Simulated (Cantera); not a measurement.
Thermodynamics of silicon oxide and oxynitride deposition, feed SiH2Cl2 + O3 + H2

Feed: 1 mol SiH2Cl2, a varied amount of O3, 5.7 mol H2, held at 1050 °C and 4.10 mbar.

Equilibrium computed with Cantera from the NASA thermochemical tables; the gas is ideal and each condensed phase is pure. Candidate condensed phases: H2O, Si, SiO2; 30 gas species. Mutual solubility and eutectic melting of coexisting phases are not modelled. The tables' values for SiCl3 are old estimates; treat these amounts as uncertain. The tables hold silica as quartz up to 1696 K and as liquid above; real silica turns to tridymite and cristobalite and melts near 1996 K. Equilibrium is a limit: real reactors are often held back by kinetics, nucleation or transport.

| n(O3) (mol) | x H2 | x H2O | x O2 | x HCl | x SiCl2 | n Si(s) | n SiO2(β-quartz) |
|---|---|---|---|---|---|---|---|
| 0.17 | 0.808 | 3.09e-7 | <1e-12 | 0.127 | 0.0547 | 0.257 | 0.243 |
| 0.24 | 0.808 | 3.09e-7 | <1e-12 | 0.127 | 0.0547 | 0.152 | 0.348 |
| 0.33 | 0.808 | 3.09e-7 | <1e-12 | 0.127 | 0.0547 | 0.0166 | 0.483 |
| 0.45 | 0.788 | 5.09e-7 | <1e-12 | 0.169 | 0.0346 | 0 | 0.668 |
| 0.62 | 0.751 | 1.61e-6 | <1e-12 | 0.239 | 0.00664 | 0 | 0.928 |
| 0.85 | 0.669 | 0.0714 | <1e-12 | 0.260 | 3.54e-12 | 0 | 1.00 |
| 1.2 | 0.532 | 0.208 | <1e-12 | 0.260 | <1e-12 | 0 | 1.00 |
| 1.6 | 0.377 | 0.364 | 3.82e-12 | 0.260 | <1e-12 | 0 | 1.00 |
| 2.2 | 0.143 | 0.597 | 7.17e-11 | 0.260 | <1e-12 | 0 | 1.00 |
| 3 | 4.98e-6 | 0.683 | 0.0772 | 0.237 | <1e-12 | 0 | 1.00 |
| 4.2 | 2.32e-6 | 0.563 | 0.240 | 0.194 | <1e-12 | 0 | 1.00 |
| 5.7 | 1.52e-6 | 0.461 | 0.378 | 0.158 | <1e-12 | 0 | 1.00 |
| 7.8 | 1.05e-6 | 0.368 | 0.504 | 0.126 | <1e-12 | 0 | 1.00 |
x: gas mole fraction; n: condensed amount in mol.

From 0.17 mol O3 to 0.33 mol O3 the condensed part is Si(s) + SiO2(β-quartz). From 0.45 mol O3 to 7.8 mol O3 the condensed part is SiO2(β-quartz).
